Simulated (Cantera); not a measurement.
An adiabatic, constant-pressure homogeneous reactor starts with H2 : O2 : N2 = 1 : 0.417 : 1.57 (molar parts), at 1375 K and 100000 Pa. Integrator tolerance rtol = 1e-08.

Cantera simulation using the H2/O2 subset of GRI-Mech 3.0, which has no nitrogen chemistry; the numbers are that mechanism's predictions, not measurements.

```
quantity                                                            before                                    after
---------------------------------  ---------------------------------------  ---------------------------------------
time of steepest temperature rise                                  20.6 µs                                  20.5 µs
temperature at 1.00 s                                               2841 K                                   2779 K
equilibrium temperature                                             2841 K                                   2779 K
x(H2) at 1.00 s                      0.0811 (gas-phase equilibrium 0.0811)    0.0300 (gas-phase equilibrium 0.0300)
x(O2) at 1.00 s                    0.00709 (gas-phase equilibrium 0.00709)    0.0279 (gas-phase equilibrium 0.0279)
x(H2O) at 1.00 s                       0.266 (gas-phase equilibrium 0.266)      0.247 (gas-phase equilibrium 0.247)
x(OH) at 1.00 s                      0.0259 (gas-phase equilibrium 0.0259)    0.0301 (gas-phase equilibrium 0.0301)
x(HO2) at 1.00 s                   4.01e-6 (gas-phase equilibrium 4.01e-6)  9.50e-6 (gas-phase equilibrium 9.50e-6)
x(O) at 1.00 s                     0.00539 (gas-phase equilibrium 0.00539)  0.00840 (gas-phase equilibrium 0.00840)
x(H2O2) at 1.00 s                  3.02e-7 (gas-phase equilibrium 3.02e-7)  5.00e-7 (gas-phase equilibrium 5.00e-7)
```

### Question
What was changed between the two runs?
A) H2 1 to 0.73 parts
B) H2 1 to 0.36 parts
C) pressure from 100000 Pa to 420000 Pa
D) pressure from 100000 Pa to 180000 Pa

### Answer
A, H2 1 to 0.73 parts
